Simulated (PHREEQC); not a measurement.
Solution (25 °C): 0.3 mmol/kgw CaSO4, 1.4 mmol/kgw CO2 and 0.072 mmol/kgw NaCl. Closed to the air; pH follows from the charge balance.

Model: ion-association model, phreeqc.dat, run in PHREEQC.

```
Quantity                 Result
--------------  ---------------
pH                         4.61
ionic strength  0.00125 mol/kgw
```

```tsv
species	molality	activity	log γ
CO2	0.00137	0.00137	0.000
Ca+2	0.000289	0.000247	-0.068
SO4-2	0.000289	0.000246	-0.068
Cl-	7.20e-5	6.92e-5	-0.017
Na+	7.19e-5	6.91e-5	-0.017
HCO3-	2.60e-5	2.50e-5	-0.017
H+	2.54e-5	2.45e-5	-0.016
CaSO4	1.08e-5	1.08e-5	0.000
HSO4-	6.11e-7	5.87e-7	-0.017
NaSO4-	8.88e-8	8.54e-8	-0.017
CaHCO3+	8.18e-8	7.87e-8	-0.017
(CO2)2	3.47e-8	3.47e-8	0.000
CaHSO4+	1.81e-9	1.74e-9	-0.017
```

This is a speciation only: nothing precipitates in the calculation. Complexes and solids missing from the database can't appear.
